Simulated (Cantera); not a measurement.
Input (Python, Cantera) and output of one run.

```python
import numpy as np
import cantera as ct

gas_names = """
    H H2 N NH NH2 NH3 N2 N2H2 N2H4 Si SiH SiH2 SiH3 SiH4 SiN Si2 Si2N Si3
""".split()
cond_names = """
    Si(cr) Si(L) Si3N4(a)
""".split()


# ... load() reads the species with a 1 bar reference pressure and builds the phases ...
atoms = {
    'trisilylamine': {'Si': 3, 'N': 1, 'H': 9},
    'NH3': {'N': 1, 'H': 3},
}
top_T = {'Si3N4(a)': 2400}  # K; cautious upper limits of use, not melting points


# ... equilibrate(T, P, feed) seeds the gas with the atoms and calls Mixture.equilibrate('TP', solver="vcs", rtol=1e-11, max_steps=5000) ...
results = []
T = 1325  # K
P = 12000  # Pa
for m in [1, 1.4, 2, 2.7, 3.8, 5.2, 7.3, 10, 14, 19, 27]:
    feed = {'trisilylamine': 1, 'NH3': m}  # mol
    mix = equilibrate(T, P, feed)
    results.append((T, P, feed, dict(zip(mix.species_names, mix.species_moles))))

top = {s: max(r[3][s] / sum(r[3][g] for g in gas_names) for r in results) for s in gas_names}
cols = sorted((s for s in top if top[s] > 0.001), key=lambda s: -top[s])[:5]
seen = [c for c in cond_names if any(r[3].get(c, 0) > 1e-12 for r in results)]
print("log10 of partial pressures in bar; condensed amounts in mol")
print(f"{'n(NH3)':>10s}" + "".join(f"{s[:9]:>10s}" for s in cols + seen))
for T, P, feed, n in results:
    ng = sum(n[g] for g in gas_names)
    print(f"{feed['NH3']:10.4g}" + "".join(f"{np.log10(max(n[s] / ng * P / 1e5, 1e-99)):10.3f}" for s in cols)
          + "".join(f"{n.get(c, 0):10.4g}" for c in seen))
```

It prints:

```
log10 of partial pressures in bar; condensed amounts in mol
    n(NH3)        H2        N2    Si(cr)  Si3N4(a)
         1    -0.921    -6.022       1.5       0.5
       1.4    -0.921    -6.022       1.2       0.6
         2    -0.921    -6.022    0.7501      0.75
       2.7    -0.921    -6.022    0.2251     0.925
       3.8    -0.938    -2.344         0         1
       5.2    -0.958    -2.007         0         1
       7.3    -0.977    -1.834         0         1
        10    -0.993    -1.738         0         1
        14    -1.006    -1.672         0         1
        19    -1.015    -1.631         0         1
        27    -1.023    -1.598         0         1
```

These are equilibrium values from Cantera (NASA tables, ideal gas, pure condensed phases), not measurements of a reactor. The feed counts by its element totals alone. Mutual solubility and eutectic melting of coexisting phases are not modelled.
